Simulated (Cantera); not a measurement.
A Cantera script and what it prints.

```python
import numpy as np
import cantera as ct

gas_names = [...]  # 109 gases of nasa_gas.yaml made of C, Cl, H, Si
cond_names = """
    C(gr) C6H6(L) C7H8(L) C8H18(L),n-octa Si(cr) Si(L) SiC(b)
""".split()


# ... load() reads the species with a 1 bar reference pressure and builds the phases ...
atoms = {
    'SiCl4': {'Si': 1, 'CL': 4},
    'HCl': {'H': 1, 'CL': 1},
    'H2': {'H': 2},
    'C2H2': {'C': 2, 'H': 2},
}
top_T = {'C(gr)': 4500, 'SiC(b)': 3050}  # K; cautious upper limits of use, not melting points


# ... equilibrate(T, P, feed) seeds the gas with the atoms and calls Mixture.equilibrate('TP', solver="vcs", rtol=1e-11, max_steps=5000) ...
results = []
feed = {'SiCl4': 1, 'HCl': 0.51, 'H2': 400, 'C2H2': 0.21}  # mol
P = 3600  # Pa
for T in [1275, 1375, 1475, 1575, 1675, 1775, 1875, 1975, 2075, 2175, 2275, 2375, 2475, 2575]:
    mix = equilibrate(T, P, feed)
    results.append((T, P, feed, dict(zip(mix.species_names, mix.species_moles))))

top = {s: max(r[3][s] / sum(r[3][g] for g in gas_names) for r in results) for s in gas_names}
cols = sorted((s for s in top if top[s] > 0.0001), key=lambda s: -top[s])[:9]
seen = [c for c in cond_names if any(r[3].get(c, 0) > 1e-12 for r in results)]
print("log10 of partial pressures in bar; condensed amounts in mol")
print(f"{'T/K':>10s}" + "".join(f"{s[:9]:>10s}" for s in cols + seen))
for T, P, feed, n in results:
    ng = sum(n[g] for g in gas_names)
    print(f"{T:10.4g}" + "".join(f"{np.log10(max(n[s] / ng * P / 1e5, 1e-99)):10.3f}" for s in cols)
          + "".join(f"{n.get(c, 0):10.4g}" for c in seen))
```

Result:

```
log10 of partial pressures in bar; condensed amounts in mol
       T/K        H2         H       HCL        Si        CL C2H2,acet     SiCL2       SiH    Si(cr)     Si(L)    SiC(b)
      1275    -1.448    -6.857    -3.420   -10.715    -8.899   -13.037    -4.978   -10.460    0.4551         0    0.4197
      1375    -1.448    -6.189    -3.421    -9.387    -8.244   -11.936    -4.934    -9.360    0.4472         0    0.4197
      1475    -1.448    -5.611    -3.423    -8.240    -7.677   -10.986    -4.899    -8.413    0.4373         0    0.4197
      1575    -1.449    -5.106    -3.425    -7.241    -7.182   -10.157    -4.871    -7.587     0.426         0    0.4197
      1675    -1.449    -4.659    -3.427    -6.363    -6.745    -9.428    -4.848    -6.862    0.4082         0    0.4197
      1775    -1.449    -4.263    -3.424    -5.659    -6.353    -8.633    -4.894    -6.294         0    0.3914    0.4195
      1875    -1.450    -3.908    -3.423    -5.043    -6.002    -7.900    -4.949    -5.801         0    0.3002    0.4178
      1975    -1.452    -3.590    -3.423    -4.506    -5.687    -7.211    -5.017    -5.375         0         0    0.4095
      2075    -1.455    -3.302    -3.413    -4.393    -5.392    -5.849    -5.429    -5.363         0         0    0.3682
      2175    -1.461    -3.042    -3.416    -4.181    -5.133    -4.836    -5.715    -5.244         0         0   0.02081
      2275    -1.469    -2.806    -3.423    -4.131    -4.901    -4.789    -6.125    -5.281         0         0         0
      2375    -1.482    -2.592    -3.437    -4.114    -4.692    -4.782    -6.539    -5.346         0         0         0
      2475    -1.501    -2.398    -3.459    -4.111    -4.506    -4.787    -6.944    -5.423         0         0         0
      2575    -1.529    -2.225    -3.492    -4.116    -4.341    -4.801    -7.340    -5.506         0         0         0
```

Equilibrium computed with Cantera from the NASA thermochemical tables; the gas is ideal and each condensed phase is pure. Mutual solubility and eutectic melting of coexisting phases are not modelled. The tables' values for SiCl are old estimates; treat these amounts as uncertain. Gases not in the tables: Si2H6 and higher silanes.
